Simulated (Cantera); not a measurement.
A closed system holds: 1 mol SiH2Cl2, 0.33 mol HCl, 43 mol N2, 0.00069 mol O2, held at 26.0 mbar.

Cantera equilibrium calculation (NASA polynomials, part measured and part estimated; ideal gas, pure solids and liquids). Candidate condensed phases: H2O, NH4Cl, Si, SiO2, Si2N2O, Si3N4; 47 gas species. N2 is the only nitrogen source here; it is nearly inert below about 1500 K, so the nitride shown seldom forms there in practice. Mutual solubility and eutectic melting of coexisting phases are not modelled. Equilibrium is a limit: real reactors are often held back by kinetics, nucleation or transport.

Question: What share of the Si ends up in condensed phases as a function of T (K), at 1098, 1148, 1198, 1248, 1298, 1348, 1398, 1448, 1498, 1548, 1598, 1648?

Answer: 
```csv
T (K),Si condensed (%),as
1098,85.0,Si2N2O(s) + Si3N4(s)
1148,85.4,Si2N2O(s) + Si3N4(s)
1198,85.6,Si2N2O(s) + Si3N4(s)
1248,85.5,Si2N2O(s) + Si3N4(s)
1298,84.6,Si2N2O(s) + Si3N4(s)
1348,82.5,Si2N2O(s) + Si3N4(s)
1398,78.5,Si2N2O(s) + Si3N4(s)
1448,72.5,Si2N2O(s) + Si3N4(s)
1498,64.7,Si2N2O(s) + Si3N4(s)
1548,56.0,Si2N2O(s) + Si3N4(s)
1598,47.1,Si3N4(s)
1648,38.5,Si3N4(s)
```
